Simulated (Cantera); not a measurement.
Input: 1 mol MgCO3, 9.6 mol O2, equilibrated at 1000 °C and 1330 Pa.

Method: chemical equilibrium by Gibbs-energy minimisation in Cantera with the NASA 1993 tables (ideal gas, pure condensed phases). Candidate condensed phases: C, Mg, MgCO3, MgO; 15 gas species. Equilibrium is a limit: real reactors are often held back by kinetics, nucleation or transport.

Task: What is the equilibrium state?

Result: 
```
Quantity                                    Value
--------------------------------------  ---------
x(O2)                                       0.906
x(CO2)                                     0.0943
n(MgO(s))                                1.00 mol
gas amount                              10.60 mol
log10 activity of C(graphite) (absent)     -17.23
log10 activity of Mg(l) (absent)           -17.98
```
